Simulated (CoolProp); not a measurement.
Vapour-liquid equilibrium of diethyl ether (1) + acetone (2) at 686 kPa; x and y are mole fractions of (1).

The numbers come from the multi-fluid Helmholtz-energy mixture model, Thol 2014 and Lemmon 2006; pair parameters Bell 2016 in CoolProp.

```json
[
 {"x": "0.05", "bubble temperature (°C)": "123.1", "y at the bubble point": "0.092", "dew temperature at overall composition x (°C)": "?", "liquid density (mol/L)": "11.14"},
 {"x": "0.125", "bubble temperature (°C)": "119.6", "y at the bubble point": "0.216", "dew temperature at overall composition x (°C)": "122.2", "liquid density (mol/L)": "10.86"},
 {"x": "0.2", "bubble temperature (°C)": "116.4", "y at the bubble point": "0.323", "dew temperature at overall composition x (°C)": "120.1", "liquid density (mol/L)": "10.59"},
 {"x": "0.275", "bubble temperature (°C)": "113.6", "y at the bubble point": "0.415", "dew temperature at overall composition x (°C)": "117.9", "liquid density (mol/L)": "10.33"},
 {"x": "0.35", "bubble temperature (°C)": "111.2", "y at the bubble point": "0.495", "dew temperature at overall composition x (°C)": "115.6", "liquid density (mol/L)": "?"},
 {"x": "0.425", "bubble temperature (°C)": "109.1", "y at the bubble point": "?", "dew temperature at overall composition x (°C)": "113.3", "liquid density (mol/L)": "?"},
 {"x": "0.5", "bubble temperature (°C)": "107.3", "y at the bubble point": "0.624", "dew temperature at overall composition x (°C)": "111.0", "liquid density (mol/L)": "9.565"},
 {"x": "0.575", "bubble temperature (°C)": "105.8", "y at the bubble point": "0.679", "dew temperature at overall composition x (°C)": "108.7", "liquid density (mol/L)": "9.327"},
 {"x": "0.65", "bubble temperature (°C)": "104.6", "y at the bubble point": "0.731", "dew temperature at overall composition x (°C)": "106.6", "liquid density (mol/L)": "9.099"},
 {"x": "0.725", "bubble temperature (°C)": "103.6", "y at the bubble point": "0.781", "dew temperature at overall composition x (°C)": "104.7", "liquid density (mol/L)": "8.881"},
 {"x": "0.8", "bubble temperature (°C)": "?", "y at the bubble point": "0.832", "dew temperature at overall composition x (°C)": "103.3", "liquid density (mol/L)": "?"},
 {"x": "0.875", "bubble temperature (°C)": "102.3", "y at the bubble point": "?", "dew temperature at overall composition x (°C)": "102.4", "liquid density (mol/L)": "8.479"},
 {"x": "0.95", "bubble temperature (°C)": "102.0", "y at the bubble point": "0.951", "dew temperature at overall composition x (°C)": "102.0", "liquid density (mol/L)": "8.295"}
]
```

Problem. What belongs in the gaps?

Solution. 
- 0.05, dew temperature at overall composition x (°C): 124.2
- 0.35, liquid density (mol/L): 10.07
- 0.425, y at the bubble point: 0.563
- 0.425, liquid density (mol/L): 9.812
- 0.8, bubble temperature (°C): 102.8
- 0.8, liquid density (mol/L): 8.675
- 0.875, y at the bubble point: 0.888

No azeotrope shows between x = 0.05 and 0.95.

The pair parameters rest on a limited set of measurements; away from them the model extrapolates.
